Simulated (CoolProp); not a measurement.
Vapour-liquid equilibrium of acetone (1) + methanol (2) at 359.2 K; x and y are mole fractions of (1).

The numbers come from the multi-fluid Helmholtz-energy mixture model, Lemmon 2006 and de Reuck 1993; pair parameters Bell 2016 in CoolProp.

```tsv
x	bubble pressure, mixture model (bar)	bubble pressure, Raoult's law (bar)	y, mixture model	y, Raoult's law
0.05	2.334	2.253	0.085	0.057
0.125	2.449	2.278	0.187	0.141
0.2	2.538	2.302	0.271	0.223
0.275	2.604	2.326	0.342	0.303
0.35	2.655	2.351	0.406	0.381
0.425	2.691	2.375	0.467	0.458
0.5	2.715	2.399	0.525	0.534
0.575	2.727	2.423	0.584	0.608
0.65	2.728	2.448	0.644	0.680
0.725	2.717	2.472	0.708	0.751
0.8	2.694	2.496	0.777	0.821
0.875	2.657	2.520	0.852	0.889
0.95	2.605	2.545	0.937	0.956
```

The largest gap from Raoult's law is +13.3 % in bubble pressure, at x = 0.425. y crosses x between x = 0.575 and 0.65: the model has an azeotrope there.

The pair parameters rest on a limited set of measurements; away from them the model extrapolates.
